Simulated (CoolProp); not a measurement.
Aqueous ethanol as a coolant, 32 % by mass, freezing at -22.1 °C, 1 atm.

Values from CoolProp's Melinder's fits for secondary coolants.

```json
[
 {"T (°C)": "-11.8", "viscosity (mPa s)": "14.1", "Prandtl number": "150", "conductivity (W/(m K))": "0.381", "cp (kJ/(kg K))": "4.051"},
 {"T (°C)": "-8.1", "viscosity (mPa s)": "11.1", "Prandtl number": "118", "conductivity (W/(m K))": "0.383", "cp (kJ/(kg K))": "(withheld)"},
 {"T (°C)": "-4.4", "viscosity (mPa s)": "8.83", "Prandtl number": "93.7", "conductivity (W/(m K))": "0.385", "cp (kJ/(kg K))": "4.090"},
 {"T (°C)": "-0.7", "viscosity (mPa s)": "7.14", "Prandtl number": "75.7", "conductivity (W/(m K))": "0.388", "cp (kJ/(kg K))": "4.108"},
 {"T (°C)": "3", "viscosity (mPa s)": "5.85", "Prandtl number": "(withheld)", "conductivity (W/(m K))": "0.390", "cp (kJ/(kg K))": "4.123"},
 {"T (°C)": "6.7", "viscosity (mPa s)": "4.86", "Prandtl number": "51.3", "conductivity (W/(m K))": "0.392", "cp (kJ/(kg K))": "4.138"},
 {"T (°C)": "10.4", "viscosity (mPa s)": "4.08", "Prandtl number": "43.0", "conductivity (W/(m K))": "0.394", "cp (kJ/(kg K))": "4.151"},
 {"T (°C)": "14", "viscosity (mPa s)": "3.48", "Prandtl number": "36.5", "conductivity (W/(m K))": "0.397", "cp (kJ/(kg K))": "4.164"},
 {"T (°C)": "17.7", "viscosity (mPa s)": "2.99", "Prandtl number": "31.2", "conductivity (W/(m K))": "0.399", "cp (kJ/(kg K))": "4.175"},
 {"T (°C)": "21.4", "viscosity (mPa s)": "2.58", "Prandtl number": "27.0", "conductivity (W/(m K))": "(withheld)", "cp (kJ/(kg K))": "4.186"},
 {"T (°C)": "25.1", "viscosity (mPa s)": "2.25", "Prandtl number": "23.5", "conductivity (W/(m K))": "0.403", "cp (kJ/(kg K))": "4.197"},
 {"T (°C)": "28.8", "viscosity (mPa s)": "1.98", "Prandtl number": "20.6", "conductivity (W/(m K))": "0.406", "cp (kJ/(kg K))": "(withheld)"},
 {"T (°C)": "32.5", "viscosity (mPa s)": "1.75", "Prandtl number": "18.1", "conductivity (W/(m K))": "0.408", "cp (kJ/(kg K))": "4.217"}
]
```

Question: Some entries are withheld; supply them.

Answer: 
- -8.1, cp (kJ/(kg K)): 4.071
- 3, Prandtl number: 61.9
- 21.4, conductivity (W/(m K)): 0.401
- 28.8, cp (kJ/(kg K)): 4.207
